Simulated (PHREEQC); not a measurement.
Solution (55 °C): 0.011 mol NH4HF2, 3.4e-05 mol (NH4)2SiF6 and 4e-05 mol H3PO4 per kg of water. Closed to the air; pH follows from the charge balance.

Model: ion-association model, phreeqc.dat, run in PHREEQC.

Problem. The ionic strength comes out as 0.0115 mol/kgw. What activity coefficients do NH4+, H+, F-, SiF6-2, HF2- get?

Solution. NH4+ 0.89, H+ 0.90, F- 0.89, SiF6-2 0.64, HF2- 0.89.

Precipitation was switched off in this run. Constants without temperature data keep their 25 °C values here. SiF6-2 is the database's only silicon fluoride.
